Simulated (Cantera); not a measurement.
# AlBr3 + N2 + H2 (aluminium nitride and oxide growth)

A closed system holds: 1 mol AlBr3, 0.7 mol N2, 1.2 mol H2, held at 0.270 bar.

These are equilibrium values from Cantera (NASA tables, ideal gas, pure condensed phases), not measurements of a reactor. Candidate condensed phases: Al, AlBr3, AlN, Br2; 19 gas species. The numbers say what is thermodynamically allowed, not how fast it happens.

From 900 K to 1800 K the condensed part is AlN(s). From 1950 K to 2100 K nothing is condensed. The main Al-bearing gas is AlBr3 throughout.

| T (K) | log p H2 | log p AlBr3 | log p N2 | log p HBr | log p AlBr | log p Br | n AlN(s) |
|---|---|---|---|---|---|---|---|
| 900 | -1.06 | -1.12 | -1.24 | -1.30 | -12.18 | -7.07 | 0.177 |
| 1050 | -1.05 | -1.11 | -1.24 | -1.35 | -9.20 | -5.86 | 0.160 |
| 1200 | -1.04 | -1.10 | -1.23 | -1.39 | -6.97 | -4.95 | 0.147 |
| 1350 | -1.03 | -1.10 | -1.23 | -1.41 | -5.25 | -4.24 | 0.138 |
| 1500 | -1.03 | -1.09 | -1.23 | -1.44 | -3.88 | -3.67 | 0.131 |
| 1650 | -1.03 | -1.10 | -1.23 | -1.46 | -2.77 | -3.20 | 0.116 |
| 1800 | -1.05 | -1.14 | -1.22 | -1.49 | -1.86 | -2.82 | 0.0229 |
| 1950 | -1.12 | -1.24 | -1.23 | -1.33 | -1.59 | -2.29 | 0 |
| 2100 | -1.20 | -1.40 | -1.27 | -1.22 | -1.43 | -1.83 | 0 |
log p: log10 of the partial pressure in bar; n: condensed amount in mol.
